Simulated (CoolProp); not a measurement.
A closed Brayton cycle with nitrogen: compressor inlet 319.15 K and 2.3 MPa, high pressure 7.58 MPa, turbine inlet 780 K, compressor efficiency 0.8, turbine efficiency 0.9, recuperator effectiveness 0 (on enthalpy, no pinch check). Each further row changes one setting.

Model: reference Helmholtz-energy equation of state, Span 2000, in CoolProp.

| case | thermal efficiency (%) | net work (kJ/kg) | compressor to turbine work | compressor exit (K) | turbine exit (K) |
|---|---|---|---|---|---|
| as stated | 13.8 | 45.5 | 0.79 | 481.6 | 585.4 |
| turbine inlet 730 K | 11.5 | 31.4 | 0.84 | 481.6 | 546.2 |
| compressor inlet 329.15 K | 12.8 | 40.0 | 0.82 | 496.4 | 585.4 |
| high pressure 6.44 MPa | 13.2 | 46.9 | 0.75 | 456.0 | 608.8 |
| recuperator effectiveness 0.5 | 16.6 | 45.5 | 0.79 | 481.6 | 585.4 |
